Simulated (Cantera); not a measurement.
An adiabatic, constant-pressure homogeneous reactor starts with 1.55 % CH4, 7.97 % O2, 87.7 % N2, 2.80 % H2O, equivalence ratio 0.39, at 1700 K and 100000 Pa.

Computed with Cantera and GRI-Mech 3.0 (53 species, 325 reactions).

**Question.** Predict: time of steepest temperature rise; temperature at 6.00 s; equilibrium temperature; x(O2) at 6.00 s; x(H2O) at 6.00 s.

**Answer.** 
```json
{
  "time_of_steepest_temperature_rise": "0.377 ms",
  "temperature at 6.00 s": "2021 K",
  "equilibrium_temperature": "2021 K",
  "x(O2) at 6.00 s": "0.0464 (gas-phase equilibrium 0.0463)",
  "x(H2O) at 6.00 s": "0.0583 (gas-phase equilibrium 0.0583)"
}
```
